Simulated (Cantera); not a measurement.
# Equilibrium for abatement and gas-phase synthesis: N2O + SO2 + O2

Feed: 1 mol N2O, 0.018 mol SO2, 2.2 mol O2, equilibrated at 35.0 Pa.

These are equilibrium values from Cantera (NASA tables, ideal gas, pure condensed phases), not measurements of a reactor. Candidate condensed phases: S; 17 gas species. The numbers say what is thermodynamically allowed, not how fast it happens.

From 2123 K to 3023 K nothing is condensed.

| T (K) | log p O | log p O2 | log p N2 | log p NO | log p SO2 | log p S | log p SO | log p N |
|---|---|---|---|---|---|---|---|---|
| 2123 | -4.61 | -3.64 | -4.05 | -5.43 | -5.80 | -9.42 | -7.35 | -10.34 |
| 2223 | -4.34 | -3.67 | -4.07 | -5.36 | -5.83 | -8.77 | -7.03 | -9.82 |
| 2323 | -4.11 | -3.73 | -4.09 | -5.30 | -5.88 | -8.18 | -6.75 | -9.35 |
| 2423 | -3.92 | -3.83 | -4.12 | -5.28 | -5.97 | -7.63 | -6.51 | -8.91 |
| 2523 | -3.78 | -3.97 | -4.16 | -5.30 | -6.12 | -7.15 | -6.33 | -8.52 |
| 2623 | -3.67 | -4.17 | -4.20 | -5.34 | -6.37 | -6.74 | -6.25 | -8.16 |
| 2723 | -3.61 | -4.41 | -4.23 | -5.41 | -6.73 | -6.44 | -6.27 | -7.83 |
| 2823 | -3.57 | -4.69 | -4.25 | -5.50 | -7.21 | -6.24 | -6.40 | -7.51 |
| 2923 | -3.55 | -4.98 | -4.26 | -5.59 | -7.75 | -6.13 | -6.60 | -7.21 |
| 3023 | -3.54 | -5.26 | -4.27 | -5.68 | -8.32 | -6.07 | -6.85 | -6.93 |
log p: log10 of the partial pressure in bar; nothing condenses.
